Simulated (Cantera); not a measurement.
A closed system holds: 1 mol SiCl4, 0.8 mol C2H2, 50 mol H2, equilibrated at 0.690 bar.

Cantera equilibrium calculation (NASA polynomials, part measured and part estimated; ideal gas, pure solids and liquids). Candidate condensed phases: C, C6H6, C7H8, C8H18, Si, SiC; 109 gas species. Gases not in the tables: Si2H6 and higher silanes. Kinetics and transport are ignored.

What share of the Si ends up in condensed phases as a function of T (K), at 1648, 1723, 1798, 1873, 1948, 2023, 2098, 2173, 2248, 2323, 2398, 2473, 2548, 2623?


```tsv
T (K)	Si condensed (%)	as
1648	98.4	SiC(s)
1723	98.0	SiC(s)
1798	97.5	SiC(s)
1873	96.9	SiC(s)
1948	96.3	SiC(s)
2023	95.5	SiC(s)
2098	94.5	SiC(s)
2173	93.3	SiC(s)
2248	91.6	SiC(s)
2323	88.9	SiC(s)
2398	84.3	SiC(s)
2473	74.1	SiC(s)
2548	53.8	SiC(s)
2623	15.5	SiC(s)
```
